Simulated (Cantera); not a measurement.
An adiabatic, constant-volume homogeneous reactor starts with CH₄ : O₂ : N₂ : H₂O = 1 : 2.47 : 9.28 : 0.53 (molar parts), equivalence ratio 0.81, at 975 K and 0.987 atm. Integrator tolerance rtol = 1e-08.

Detailed kinetics in Cantera: GRI-Mech 3.0 (53 species, 325 reactions). Below about 1000 K GRI-Mech 3.0 lacks low-temperature oxidation paths.

Q: What does this change do: pressure from 0.987 atm to 9.87 atm?

A: 
```tsv
quantity	before	after
time of steepest temperature rise	1.55 s	0.121 s
temperature at 7.00 s	2603 K	2702 K
equilibrium temperature	2603 K	2702 K
x(CH₄) at 7.00 s	<1e-12 (gas-phase equilibrium <1e-12)	<1e-12 (gas-phase equilibrium <1e-12)
x(O₂) at 7.00 s	0.0346 (gas-phase equilibrium 0.0346)	0.0315 (gas-phase equilibrium 0.0315)
x(H₂O) at 7.00 s	0.175 (gas-phase equilibrium 0.175)	0.181 (gas-phase equilibrium 0.181)
x(CH₃) at 7.00 s	<1e-12 (gas-phase equilibrium <1e-12)	<1e-12 (gas-phase equilibrium <1e-12)
x(HO₂) at 7.00 s	8.10e-6 (gas-phase equilibrium 8.10e-6)	1.73e-5 (gas-phase equilibrium 1.73e-5)
x(H₂O₂) at 7.00 s	4.66e-7 (gas-phase equilibrium 4.66e-7)	1.79e-6 (gas-phase equilibrium 1.79e-6)
```

Q: What does this change do: initial temperature 975 to 1525 K?

A: 
```tsv
quantity	before	after
time of steepest temperature rise	1.55 s	0.882 ms
temperature at 7.00 s	2603 K	2790 K
equilibrium temperature	2603 K	2790 K
x(CH₄) at 7.00 s	<1e-12 (gas-phase equilibrium <1e-12)	<1e-12 (gas-phase equilibrium <1e-12)
x(O₂) at 7.00 s	0.0346 (gas-phase equilibrium 0.0346)	0.0382 (gas-phase equilibrium 0.0382)
x(H₂O) at 7.00 s	0.175 (gas-phase equilibrium 0.175)	0.157 (gas-phase equilibrium 0.157)
x(CH₃) at 7.00 s	<1e-12 (gas-phase equilibrium <1e-12)	<1e-12 (gas-phase equilibrium <1e-12)
x(HO₂) at 7.00 s	8.10e-6 (gas-phase equilibrium 8.10e-6)	1.15e-5 (gas-phase equilibrium 1.15e-5)
x(H₂O₂) at 7.00 s	4.66e-7 (gas-phase equilibrium 4.66e-7)	5.21e-7 (gas-phase equilibrium 5.21e-7)
```
